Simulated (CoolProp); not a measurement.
Model: reference Helmholtz-energy equation of state, Lemmon 2005, in CoolProp. It is a short technical equation, of lower accuracy than the large ones.

Problem. For trans-2-butene, give the phase and the Z, cp (kJ/(kg K)), isothermal compressibility (1/MPa), expansivity (1/kK) at 206.05 °C and 7700 kPa; 206.05 °C and 20100 kPa.

Solution. 
- 206.05 °C and 7700 kPa: supercritical; Z 0.441, cp 4.40, isothermal compressibility 0.199, expansivity 14.8
- 206.05 °C and 20100 kPa: supercritical; Z 0.665, cp 2.98, isothermal compressibility 0.0128, expansivity 3.00
